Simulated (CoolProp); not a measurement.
n-hexane along the isobar 167 bar: density (kg/m³) from the reference equation and from simpler models built on Tc = 507.8 K, pc = 30.44 bar, ω = 0.300; each cubic takes its own stable root.

Computed with CoolProp (reference Helmholtz-energy equation of state, Thol 2019).

```tsv
T (K)	phase	reference	van der Waals	Soave-Redlich-Kwong	Peng-Robinson
411.5	liquid	577.5	381.4	532.9	598.0
427.2	liquid	563.7	376.2	520.2	583.4
442.9	liquid	549.5	370.9	507.0	568.1
458.6	liquid	535.1	365.6	493.3	552.2
474.4	liquid	520.2	360.1	479.0	535.4
490.1	liquid	505.1	354.7	464.3	518.2
505.8	liquid	489.6	349.1	449.2	500.3
521.5	supercritical	473.7	343.5	433.8	482.0
537.2	supercritical	457.5	337.8	418.0	463.3
552.9	supercritical	441.0	332.1	402.2	444.4
568.6	supercritical	424.2	326.3	386.2	425.4
584.3	supercritical	407.3	320.5	370.4	406.6
600	supercritical	390.5	314.6	354.8	388.2
```
